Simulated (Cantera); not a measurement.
**Ammonia decomposition in nitride growth gas**

An isothermal, constant-pressure homogeneous reactor starts with 82.0 % NH3, 18.0 % H2, at 2275 K and 0.987 atm.

Detailed kinetics in Cantera: the gas-phase N/H chemistry of the illustrative SiF4/NH3 mechanism in the Surface Chemkin manual (1991). Walls and surfaces, which speed up NH3 decomposition in real reactors, are not modelled.

| t (s) | x NH3 | x H2 | x NH2 | x NH | x H |
|---|---|---|---|---|---|
| 7.00e-6 | 0.817 | 0.181 | 0.00150 | 1.45e-5 | 0.000109 |
| 1.90e-5 | 0.813 | 0.183 | 0.00314 | 5.66e-5 | 0.000231 |
| 5.15e-5 | 0.800 | 0.192 | 0.00365 | 7.53e-5 | 0.000286 |
| 0.000140 | 0.764 | 0.218 | 0.00351 | 7.62e-5 | 0.000325 |
| 0.000378 | 0.679 | 0.280 | 0.00317 | 7.67e-5 | 0.000423 |
| 0.00103 | 0.505 | 0.406 | 0.00253 | 7.41e-5 | 0.000654 |
| 0.00278 | 0.255 | 0.588 | 0.00157 | 6.25e-5 | 0.00115 |
| 0.00755 | 0.0556 | 0.732 | 0.000556 | 3.87e-5 | 0.00233 |
| 0.0205 | 0.00144 | 0.768 | 3.99e-5 | 7.96e-6 | 0.00678 |
| 0.0555 | 0.000136 | 0.768 | 4.17e-6 | 9.19e-7 | 0.00748 |
| 0.150 | 3.84e-5 | 0.768 | 1.18e-6 | 2.61e-7 | 0.00749 |
| 0.408 | 1.35e-5 | 0.768 | 4.13e-7 | 9.12e-8 | 0.00749 |
| 1.11 | 5.90e-6 | 0.768 | 1.81e-7 | 4.00e-8 | 0.00749 |
| 3.00 | 4.35e-6 | 0.768 | 1.34e-7 | 2.95e-8 | 0.00749 |
x: mole fraction; the columns are a selection and need not sum to one.

Equilibrium at this temperature and pressure: NH3 4.30e-6, H2 0.768, NH2 1.32e-7, NH 2.92e-8, H 0.00749 (gas phase only).
